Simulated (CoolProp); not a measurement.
Saturated liquid density (kg/m³) of o-xylene: the reference equation beside estimates from Tc = 630.3 K, pc = 3.737 MPa, ω = 0.312.

Computed with CoolProp (reference Helmholtz-energy equation of state, Zhou 2012).

```json
[
 {"T (K)": "458.1", "reference": "728.2", "van der Waals": "421.8", "Soave-Redlich-Kwong": "___"},
 {"T (K)": "460.4", "reference": "725.7", "van der Waals": "420.4", "Soave-Redlich-Kwong": "638.3"},
 {"T (K)": "462.6", "reference": "___", "van der Waals": "419.0", "Soave-Redlich-Kwong": "635.9"},
 {"T (K)": "464.9", "reference": "___", "van der Waals": "417.5", "Soave-Redlich-Kwong": "633.3"},
 {"T (K)": "467.1", "reference": "718.5", "van der Waals": "416.1", "Soave-Redlich-Kwong": "630.8"},
 {"T (K)": "469.3", "reference": "716.0", "van der Waals": "414.6", "Soave-Redlich-Kwong": "628.3"},
 {"T (K)": "471.6", "reference": "713.5", "van der Waals": "___", "Soave-Redlich-Kwong": "625.7"},
 {"T (K)": "473.8", "reference": "711.0", "van der Waals": "___", "Soave-Redlich-Kwong": "623.2"},
 {"T (K)": "476.1", "reference": "708.4", "van der Waals": "410.1", "Soave-Redlich-Kwong": "620.5"},
 {"T (K)": "478.3", "reference": "705.9", "van der Waals": "408.6", "Soave-Redlich-Kwong": "617.9"},
 {"T (K)": "480.6", "reference": "703.3", "van der Waals": "___", "Soave-Redlich-Kwong": "___"},
 {"T (K)": "482.8", "reference": "700.8", "van der Waals": "405.6", "Soave-Redlich-Kwong": "612.5"},
 {"T (K)": "485.1", "reference": "698.1", "van der Waals": "404.0", "Soave-Redlich-Kwong": "609.7"}
]
```

Problem. Fill in the missing entries.

Solution. 
- 458.1, Soave-Redlich-Kwong: 640.8
- 462.6, reference: 723.4
- 464.9, reference: 720.9
- 471.6, van der Waals: 413.1
- 473.8, van der Waals: 411.7
- 480.6, van der Waals: 407.1
- 480.6, Soave-Redlich-Kwong: 615.1

Absolute difference from the reference over all 13 rows, mean and median: van der Waals 42.1 and 42.1 %, Soave-Redlich-Kwong 12.3 and 12.3 %.
